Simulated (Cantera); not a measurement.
Charge: 1 mol PbO, 0.19 mol CO, 2.1 mol H2, 1.6 mol O2, equilibrated at 0.00133 bar.

These are equilibrium values from Cantera (NASA tables, ideal gas, pure condensed phases), not measurements of a reactor. Candidate condensed phases: C, C6H6, C7H8, C8H18, H2O, Pb, PbO, PbO2, Pb3O4; 113 gas species. Gases not in the tables: (PbO)n polymers. Kinetics and transport are ignored.

**Question.** Which condensed phases are stable at each of these points (T (K)): 1000, 1050, 1100, 1150, 1200, 1250, 1300, 1350, 1400, 1450, 1500?

**Answer.** 
```json
[
 {"T (K)": "1000", "condensed phases": "PbO(yellow)", "Pb condensed (%)": "99.9"},
 {"T (K)": "1050", "condensed phases": "PbO(yellow)", "Pb condensed (%)": "99.7"},
 {"T (K)": "1100", "condensed phases": "PbO(yellow)", "Pb condensed (%)": "98.7"},
 {"T (K)": "1150", "condensed phases": "PbO(yellow)", "Pb condensed (%)": "95.2"},
 {"T (K)": "1200", "condensed phases": "PbO(l)", "Pb condensed (%)": "84.8"},
 {"T (K)": "1250", "condensed phases": "PbO(l)", "Pb condensed (%)": "53.8"},
 {"T (K)": "1300", "condensed phases": "gas only", "Pb condensed (%)": "0.0"},
 {"T (K)": "1350", "condensed phases": "gas only", "Pb condensed (%)": "0.0"},
 {"T (K)": "1400", "condensed phases": "gas only", "Pb condensed (%)": "0.0"},
 {"T (K)": "1450", "condensed phases": "gas only", "Pb condensed (%)": "0.0"},
 {"T (K)": "1500", "condensed phases": "gas only", "Pb condensed (%)": "0.0"}
]
```

From 1000 K to 1150 K the condensed part is PbO(yellow). From 1200 K to 1250 K the condensed part is PbO(l). From 1300 K to 1500 K nothing is condensed.
